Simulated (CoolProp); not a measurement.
Saturation properties of dimethyl carbonate.

Computed with CoolProp (reference Helmholtz-energy equation of state, Zhou 2011).

```
T (°C)  p (kPa)  liquid density (kg/m³)  liquid cp (kJ/(kg K))  surface tension (mN/m)
------  -------  ----------------------  ---------------------  ----------------------
109.55    181.4                   945.7                  2.009                    16.4
124.65    272.4                   923.0                  2.053                    14.5
139.85    396.2                   899.3                  2.100                    12.6
155.05    559.2                   874.6                  2.151                    10.8
170.25    768.8                   848.7                  2.207                    9.05
185.45     1033                   821.4                  2.272                    7.41
200.65     1362                   792.1                  2.353                    5.87
215.75     1762                   760.3                  2.459                    4.44
230.95     2250                   724.3                  2.615                    3.13
246.15     2840                   681.9                  2.879                    1.95
```

It boils at 90.1 °C under 1 atm.

Surface tension comes from a separate correlation (Mulero 2014).
